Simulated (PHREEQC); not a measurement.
Dissolve 0.022 mol CuSO4 and 0.01 mol H3BO3 per kg of water at 20 °C. Closed to the air; pH follows from the charge balance.

Model: ion-association model, wateq4f.dat, run in PHREEQC.

This is a speciation only: nothing precipitates in the calculation.

**Question.** Predict the pH, ionic strength.

**Answer.** pH 4.81; ionic strength 0.0558 mol/kgw.

**Question.** In which forms is S present?

**Answer.** SO4-2 63 %, CuSO4 37 % of the S.

Saturation is exceeded, for instance for Antlerite, Brochantite; the values hold only as long as no solid forms.
